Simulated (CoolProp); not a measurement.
Saturation properties of CH3F (R41) (Tc = 317.3 K, pc = 5.906 MPa, ω = 0.200).

Computed with CoolProp (reference Helmholtz-energy equation of state, Lemmon 2006). It is a short technical equation, of lower accuracy than the large ones.

```tsv
T (K)	p (MPa)	vapour density (kg/m³)
219.9	___	6.950
227	___	___
234	___	11.88
241	0.7617	15.20
248	0.9646	19.26
255	1.206	24.18
262	1.489	30.18
269	1.820	37.49
276	2.203	46.46
283	2.643	57.63
290	3.148	71.80
297	3.724	90.41
```

Problem. Fill in the missing entries.

Solution. 
- 219.9, p (MPa): 0.3397
- 227, p (MPa): 0.4538
- 227, vapour density (kg/m³): 9.171
- 234, p (MPa): 0.5927

It boils at 194.8 K under 1 atm.
